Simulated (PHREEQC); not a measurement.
**Ultrapure water in contact with air or piping**

A made-up water analysis in mg/kgw, 25 °C, pH 6.26, pe -1.5: Na 0.0161; K 0.00144; Ca 0.00869; Mg 0.0028; Cl 0.0237; S(6) as SO4 0.00525; Alkalinity as HCO3 0.0369; Si as SiO2 0.00114.

Valence states are taken as typed.

The numbers come from PHREEQC with the ion-association model, wateq4f.dat.

No solid was allowed to form.

Question: What ionic strength does the model give?

Answer: ionic strength 2.33e-6 mol/kgw.

Question: In which forms is C present?

Answer: CO2 55 %, HCO3- 45 % of the C.
